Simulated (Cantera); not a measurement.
Feed: 1 mol Al, 37 mol N₂, 18 mol H₂, 1.4 mol HCl, held at 1800 K and 70.0 mbar.

Cantera equilibrium calculation (NASA polynomials, part measured and part estimated; ideal gas, pure solids and liquids). Candidate condensed phases: Al, AlCl₃, AlN, NH₄Cl; 20 gas species. The tables' values for AlCl₂ are old estimates; treat these amounts as uncertain. Equilibrium is a limit: real reactors are often held back by kinetics, nucleation or transport.

Base state: N₂ 0.650, H₂ 0.325, AlCl 0.0159, HCl 0.00746, H 0.000771, AlCl₂ 0.000560, AlCl₃ 6.07e-5, Al 2.01e-5 (mole fractions); condensed: AlN(s).

What changes in the equilibrium state with this change: temperature from 1800 K to 1198.15 K?


```csv
species,before,after
N₂,0.650,0.653
H₂,0.325,0.324
HCl,0.00746,0.0220
AlCl,0.0159,3.85e-7
AlCl₃,6.07e-5,0.00101
Al,2.01e-5,<1e-9
H,0.000771,4.10e-7
Cl,1.36e-5,2.42e-8
AlCl₂,0.000560,3.44e-6
"AlN(s), mol",0.0622,0.944
```
